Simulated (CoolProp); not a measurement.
Normal hydrogen along the isotherm 64 K: fugacity coefficient from the reference equation and from simpler models built on Tc = 33.1 K, pc = 1296 kPa, ω = -0.219; each cubic takes its own stable root.

Computed with CoolProp (reference Helmholtz-energy equation of state, Leachman 2009).

```
p (kPa)          phase  reference  van der Waals  Soave-Redlich-Kwong  Peng-Robinson
-------  -------------  ---------  -------------  -------------------  -------------
1300     supercritical     0.9560         0.9537               0.9446         0.9254
2590     supercritical     0.9165         0.9132               0.8968         0.8626
3890     supercritical     0.8821         0.8792               0.8566         0.8104
5190     supercritical     0.8539         0.8536               0.8246         0.7690
6480     supercritical     0.8321         0.8370               0.8008         0.7373
7780     supercritical     0.8162         0.8287               0.7839         0.7135
9070     supercritical     0.8059         0.8279               0.7733         0.6964
10400    supercritical     0.8004         0.8337               0.7676         0.6844
11700    supercritical     0.7993         0.8450               0.7665         0.6770
13000    supercritical     0.8020         0.8612               0.7690         0.6731
```
